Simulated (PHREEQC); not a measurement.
0.046 g of hydrous ferric oxide (600 m²/g; 0.2 weak and 0.005 strong sites per Fe, Dzombak-Morel constants, diffuse double layer) in 1 kg of water with 0.001 mol/kgw of an inert sodium salt, at 25 °C; the pH is set by adding NaOH or the inert anion's acid. O2 is buffered at 0.21 atm. CO2 from the air is kept out. Precipitation was switched off in this run.

All values are PHREEQC results (ion-association model, wateq4f.dat), not measurements.

```json
[
 {"pH": "4", "surface charge σ (C/m²)": "0.117", "surface potential ψ (mV)": "210"},
 {"pH": "4.5", "surface charge σ (C/m²)": "0.078", "surface potential ψ (mV)": "191"},
 {"pH": "5", "surface charge σ (C/m²)": "0.050", "surface potential ψ (mV)": "169"},
 {"pH": "5.5", "surface charge σ (C/m²)": "0.031", "surface potential ψ (mV)": "145"},
 {"pH": "6", "surface charge σ (C/m²)": "(withheld)", "surface potential ψ (mV)": "119"},
 {"pH": "6.5", "surface charge σ (C/m²)": "(withheld)", "surface potential ψ (mV)": "(withheld)"},
 {"pH": "7", "surface charge σ (C/m²)": "0.006", "surface potential ψ (mV)": "64"},
 {"pH": "7.5", "surface charge σ (C/m²)": "0.003", "surface potential ψ (mV)": "35"},
 {"pH": "8", "surface charge σ (C/m²)": "(withheld)", "surface potential ψ (mV)": "6"},
 {"pH": "8.5", "surface charge σ (C/m²)": "-0.002", "surface potential ψ (mV)": "-23"},
 {"pH": "9", "surface charge σ (C/m²)": "(withheld)", "surface potential ψ (mV)": "(withheld)"},
 {"pH": "9.5", "surface charge σ (C/m²)": "-0.008", "surface potential ψ (mV)": "(withheld)"},
 {"pH": "10", "surface charge σ (C/m²)": "-0.015", "surface potential ψ (mV)": "-107"},
 {"pH": "10.5", "surface charge σ (C/m²)": "-0.028", "surface potential ψ (mV)": "-133"},
 {"pH": "11", "surface charge σ (C/m²)": "-0.054", "surface potential ψ (mV)": "-155"},
 {"pH": "11.5", "surface charge σ (C/m²)": "-0.107", "surface potential ψ (mV)": "-170"},
 {"pH": "12", "surface charge σ (C/m²)": "-0.200", "surface potential ψ (mV)": "-176"}
]
```

Question: Complete the blanks.

Answer: 
- 6, surface charge σ (C/m²): 0.019
- 6.5, surface charge σ (C/m²): 0.011
- 6.5, surface potential ψ (mV): 92
- 8, surface charge σ (C/m²): 0.000
- 9, surface charge σ (C/m²): -0.004
- 9, surface potential ψ (mV): -51
- 9.5, surface potential ψ (mV): -80
